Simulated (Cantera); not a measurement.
What does this Cantera script print?

```python
import numpy as np
import cantera as ct

gas_names = [...]  # 131 gases of nasa_gas.yaml made of C, H, O
cond_names = """
    C(gr) C6H6(L) C7H8(L) C8H18(L),n-octa H2O(s) H2O(L)
""".split()


# ... load() reads the species with a 1 bar reference pressure and builds the phases ...
atoms = {
    'C2H5OH': {'C': 2, 'H': 6, 'O': 1},
    'O2': {'O': 2},
    'CO2': {'C': 1, 'O': 2},
}
top_T = {'C(gr)': 4500}  # K; cautious upper limits of use, not melting points


# ... equilibrate(T, P, feed) seeds the gas with the atoms and calls Mixture.equilibrate('TP', solver="vcs", rtol=1e-11, max_steps=5000) ...
results = []
feed = {'C2H5OH': 1, 'O2': 0.32, 'CO2': 0.73}  # mol
P = 680  # Pa
for T in [3000, 3500, 4000, 4500, 5000]:
    mix = equilibrate(T, P, feed)
    results.append((T, P, feed, dict(zip(mix.species_names, mix.species_moles))))

top = {s: max(r[3][s] / sum(r[3][g] for g in gas_names) for r in results) for s in gas_names}
cols = sorted((s for s in top if top[s] > 0.0001), key=lambda s: -top[s])[:5]
seen = [c for c in cond_names if any(r[3].get(c, 0) > 1e-12 for r in results)]
print("log10 of partial pressures in bar; condensed amounts in mol")
print(f"{'T/K':>10s}" + "".join(f"{s[:9]:>10s}" for s in cols + seen))
for T, P, feed, n in results:
    ng = sum(n[g] for g in gas_names)
    print(f"{T:10.4g}" + "".join(f"{np.log10(max(n[s] / ng * P / 1e5, 1e-99)):10.3f}" for s in cols)
          + "".join(f"{n.get(c, 0):10.4g}" for c in seen))
```

Result:

```
log10 of partial pressures in bar; condensed amounts in mol
       T/K         H        CO         O        H2         C
      3000    -2.430    -2.652    -3.677    -3.256   -10.620
      3500    -2.356    -2.687    -3.566    -4.254    -8.037
      4000    -2.349    -2.690    -3.558    -5.104    -5.996
      4500    -2.351    -2.700    -3.509    -5.779    -4.455
      5000    -2.368    -2.784    -3.245    -6.353    -3.518
```

Method: chemical equilibrium by Gibbs-energy minimisation in Cantera with the NASA 1993 tables (ideal gas, pure condensed phases).
